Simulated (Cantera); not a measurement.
A perfectly stirred reactor is fed with NH₃ : N₂ : H₂ = 1 : 0.22 : 0.0034 (molar parts), at 0.290 bar; it is held at 1950 K, and followed from long to short residence time.

Model: the gas-phase N/H chemistry of the illustrative SiF4/NH3 mechanism in the Surface Chemkin manual (1991), integrated in Cantera. Walls and surfaces, which speed up NH3 decomposition in real reactors, are not modelled.

Problem. Predict: x(NH₃) at τ = 9.30 s; x(N) at τ = 9.30 s; x(N₂) at τ = 9.30 s; x(N₂H₂) at τ = 9.30 s; x(NH₂) at τ = 9.30 s; x(NH₃) at τ = 47.0 ms; x(N) at τ = 47.0 ms; x(N₂) at τ = 47.0 ms; x(N₂H₂) at τ = 47.0 ms; x(NH₂) at τ = 47.0 ms.

Solution. 
```
Item                      Result
----------------------  --------
x(NH₃) at τ = 9.30 s      0.0152
x(N) at τ = 9.30 s       5.10e-7
x(N₂) at τ = 9.30 s        0.321
x(N₂H₂) at τ = 9.30 s    3.81e-8
x(NH₂) at τ = 9.30 s     6.01e-5
x(NH₃) at τ = 47.0 ms      0.616
x(N) at τ = 47.0 ms      3.42e-7
x(N₂) at τ = 47.0 ms       0.215
x(N₂H₂) at τ = 47.0 ms   3.51e-6
x(NH₂) at τ = 47.0 ms   0.000747
```
